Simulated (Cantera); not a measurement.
Input (Python, Cantera):

```python
import numpy as np
import cantera as ct

gas = ct.Solution("gri30.yaml")
gas.TPX = 975, 87000, {'CO': 0.00016, 'O2': 0.038, 'H2O': 0.00032, 'N2': 1}
reactor = ct.IdealGasConstPressureReactor(gas, energy="off", clone=False)
net = ct.ReactorNet([reactor])
net.rtol, net.atol = 1e-08, 1e-18
show = ['CO', 'O2', 'H2O', 'O', 'HO2']
times = np.geomspace(0.0003, 90, 15)

steps = ct.SolutionArray(gas, extra=["t"])
rows = []
print(f"{'t/s':>10s}{'T/K':>9s}{'P/Pa':>11s}" + "".join(f"{s:>11s}" for s in show))
for t in times:
    while net.time < t:
        t_next = net.step()
        steps.append(gas.state, t=t_next)
    rows.append([np.interp(t, steps.t, y) for y in (steps.T, steps.P, *steps(*show).X.T)])
    print(f"{t:10.3e}{rows[-1][0]:9.1f}{rows[-1][1]:11.4g}" + "".join(f"{x:11.3e}" for x in rows[-1][2:]))
rate = np.gradient(steps.T, steps.t)
print("integrator steps:", len(steps.t))
if steps.T.max() > steps.T[0] + 200:
    print(f"time of steepest temperature rise: {steps.t[rate.argmax()]:.4e} s")
gas.TPX = 975, 87000, {'CO': 0.00016, 'O2': 0.038, 'H2O': 0.00032, 'N2': 1}
gas.equilibrate("TP")
print(f"equilibrium (TP): T = {gas.T:.1f} K  " + "  ".join(f"{s} {gas[s].X[0]:.3e}" for s in show))
```

Output:

```
       t/s      T/K       P/Pa         CO         O2        H2O          O        HO2
 3.000e-04    975.0    8.7e+04  1.541e-04  3.659e-02  3.081e-04  8.748e-13  1.521e-15
 7.385e-04    975.0    8.7e+04  1.541e-04  3.659e-02  3.081e-04  2.149e-12  4.380e-15
 1.818e-03    975.0    8.7e+04  1.541e-04  3.659e-02  3.081e-04  5.268e-12  1.828e-14
 4.475e-03    975.0    8.7e+04  1.541e-04  3.659e-02  3.081e-04  1.287e-11  1.372e-13
 1.102e-02    975.0    8.7e+04  1.541e-04  3.659e-02  3.081e-04  3.139e-11  1.319e-12
 2.712e-02    975.0    8.7e+04  1.541e-04  3.659e-02  3.081e-04  7.729e-11  1.149e-11
 6.675e-02    975.0    8.7e+04  1.541e-04  3.659e-02  3.081e-04  1.961e-10  8.516e-11
 1.643e-01    975.0    8.7e+04  1.541e-04  3.659e-02  3.081e-04  5.501e-10  6.015e-10
 4.045e-01    975.0    8.7e+04  1.541e-04  3.659e-02  3.081e-04  2.338e-09  5.129e-09
 9.957e-01    975.0    8.7e+04  1.537e-04  3.659e-02  3.081e-04  2.523e-08  7.859e-08
 2.451e+00    975.0    8.7e+04  1.484e-04  3.659e-02  3.081e-04  3.955e-08  1.353e-07
 6.034e+00    975.0    8.7e+04  1.353e-04  3.658e-02  3.081e-04  3.735e-08  1.289e-07
 1.485e+01    975.0    8.7e+04  1.080e-04  3.657e-02  3.081e-04  3.242e-08  1.143e-07
 3.656e+01    975.0    8.7e+04  6.358e-05  3.655e-02  3.081e-04  2.299e-08  8.524e-08
 9.000e+01    975.0    8.7e+04  1.947e-05  3.653e-02  3.081e-04  1.022e-08  4.224e-08
integrator steps: 512
equilibrium (TP): T = 975.0 K  CO 2.216e-14  O2 3.651e-02  H2O 3.082e-04  O 1.488e-11  HO2 8.919e-12
```

Computed with Cantera and GRI-Mech 3.0 (53 species, 325 reactions).
